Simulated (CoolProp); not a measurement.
The fluid at 383.29 K and 0.804 MPa (stagnation) flows isentropically through a choked orifice. The same conditions are run with several fluids, on thermodynamics alone (safety and materials aside).

Values from CoolProp's reference Helmholtz-energy equation of state of each fluid (chloromethane (R40): Thol 2014; propyne: Polt 1992; trans-2-butene: Lemmon 2005; sulfur dioxide: Gao 2016; R410A: Lemmon 2003). The equations of Platzer and Polt are older, rougher fits. Blends and air are pseudo-pure fits.

Question: Rank chloromethane (R40), propyne, trans-2-butene, sulfur dioxide, R410A by throat to inlet pressure ratio, highest first.

Answer: trans-2-butene (0.598), propyne (0.581), R410A (0.578), chloromethane (R40) (0.561), sulfur dioxide (0.557)

| fluid | mass flux (kg/(m² s)) | throat temperature (K) |
|---|---|---|
| chloromethane (R40) | 2140 | 343.3 |
| propyne | 1850 | 357.5 |
| trans-2-butene | 2190 | 365.3 |
| sulfur dioxide | 2430 | 340.4 |
| R410A | 2490 | 356.5 |
